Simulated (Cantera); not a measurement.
Feed: 1 mol trisilylamine, 14 mol NH3, 4.3 mol N2, equilibrated at 0.398 Torr.

These are equilibrium values from Cantera (NASA tables, ideal gas, pure condensed phases), not measurements of a reactor. Candidate condensed phases: Si, Si3N4; 18 gas species. The feed counts by its element totals alone. Equilibrium is a limit: real reactors are often held back by kinetics, nucleation or transport.

x: gas mole fraction; n: condensed amount in mol.

| T (K) | x H2 | x N2 | x H | x Si | n Si3N4(s) | n Si(s) |
|---|---|---|---|---|---|---|
| 1450 | 0.722 | 0.278 | (withheld) | 1.38e-6 | 1.000 | 0 |
| 1475 | 0.722 | 0.278 | (withheld) | 3.65e-6 | 1.000 | 0 |
| 1500 | 0.722 | 0.278 | (withheld) | 9.33e-6 | 1.000 | 0 |
| 1525 | 0.722 | 0.278 | (withheld) | 2.31e-5 | 1.000 | 0 |
| 1550 | 0.721 | 0.277 | (withheld) | 5.56e-5 | 0.999 | 0 |
| 1575 | 0.682 | 0.316 | (withheld) | 0.000108 | 0 | 3.00 |
| 1600 | 0.682 | 0.316 | (withheld) | 0.000184 | 0 | 2.99 |
| 1625 | 0.681 | 0.316 | (withheld) | 0.000307 | 0 | 2.99 |
| 1650 | 0.681 | 0.316 | (withheld) | 0.000505 | 0 | 2.98 |
| 1675 | 0.680 | 0.315 | (withheld) | 0.000819 | 0 | 2.97 |

Task: Fill in the missing entries.

Result: 
- 1450, x H: 0.000349
- 1475, x H: 0.000479
- 1500, x H: 0.000650
- 1525, x H: 0.000873
- 1550, x H: 0.00116
- 1575, x H: 0.00149
- 1600, x H: 0.00195
- 1625, x H: 0.00253
- 1650, x H: 0.00326
- 1675, x H: 0.00416
